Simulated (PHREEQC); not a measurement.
Solution (20 °C): 22 mmol/kgw HF, 120 mmol/kgw (CH3)4NF and 0.57 mmol/kgw H2SiF6. Closed to the air; pH follows from the charge balance.

The numbers come from PHREEQC with the ion-association model, wateq4f.dat.

```csv
quantity,before,after
pH,3.87,3.85
F- (mol/kgw),0.113,0.0120
HF (mol/kgw),0.0151,0.00204
HF2- (mol/kgw),0.00643,9.01e-5
H2F2 (mol/kgw),0.000729,1.30e-5
SI of Quartz (SiO2),-8.09,-3.51
```

### Question
Name the change that produced these shifts.
A) (CH3)4NF left out
B) diluted 2-fold with water
C) diluted 10-fold with water
D) HF from 0.022 to 0.044 mol/kgw
E) H2SiF6 from 0.00057 to 0.000627 mol/kgw

### Answer
C, diluted 10-fold with water

Precipitation was switched off in this run. (CH3)4N+ isn't in the database: it is added as a free cation with an ion size of 4 Å. SiF6-2 is the database's only silicon fluoride.
